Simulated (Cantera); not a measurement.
Thermodynamics of fluorocarbon and chlorocarbon gases, feed CF4 + F2 + H2

Input: 1 mol CF4, 2 mol F2, 0.62 mol H2, at 3.20 mbar.

Equilibrium computed with Cantera from the NASA thermochemical tables; the gas is ideal and each condensed phase is pure. Candidate condensed phases: C, C6H6, C7H8, C8H18; 110 gas species. Ions and electrons are included (thermal ionisation). Gases not in the tables: C2F6 and larger saturated fluorocarbons. Rates play no part.

From 2000 K to 2500 K nothing is condensed. At 2750 K the condensed part is C(graphite). From 3000 K to 5000 K nothing is condensed. The main C-bearing gas is CF4 at 2000 K and C at 5000 K.

```
T (K)    x F      x HF     x CF4     x CF2       x H       x C      x CF      x C3  n C(graphite)
-----  -----  --------  --------  --------  --------  --------  --------  --------  -------------
2000   0.553     0.247     0.198  0.000901   1.52e-7  1.00e-12   2.71e-7    <1e-12              0
2250   0.639     0.200    0.0633    0.0935   5.48e-6   1.03e-7  0.000801   1.52e-9              0
2500   0.685     0.175  0.000752     0.123  0.000105   3.75e-5    0.0161   5.81e-5              0
2750   0.743     0.159   5.61e-6    0.0408   0.00118   0.00118    0.0486   0.00527          0.165
3000   0.766     0.141   3.42e-8   0.00630   0.00889   0.00879    0.0492    0.0167              0
3250   0.776     0.101  2.86e-10  0.000827    0.0396    0.0315    0.0321    0.0124              0
3500   0.778    0.0449  3.28e-12  0.000102    0.0849    0.0675    0.0157   0.00352              0
3750   0.779    0.0147    <1e-12   1.12e-5     0.109    0.0885   0.00574  0.000366              0
4000   0.780   0.00476    <1e-12   1.37e-6     0.117    0.0947   0.00200   3.04e-5              0
4250   0.781   0.00168    <1e-12   2.05e-7     0.120    0.0966  0.000756   3.00e-6              0
4500   0.781  0.000658    <1e-12   3.74e-8     0.121    0.0972  0.000314   3.69e-7              0
4750   0.781  0.000283    <1e-12   8.11e-9     0.121    0.0973  0.000142   5.60e-8              0
5000   0.781  0.000132    <1e-12   2.05e-9     0.121    0.0972   6.95e-5   1.02e-8              0
```
x: gas mole fraction; n: condensed amount in mol.
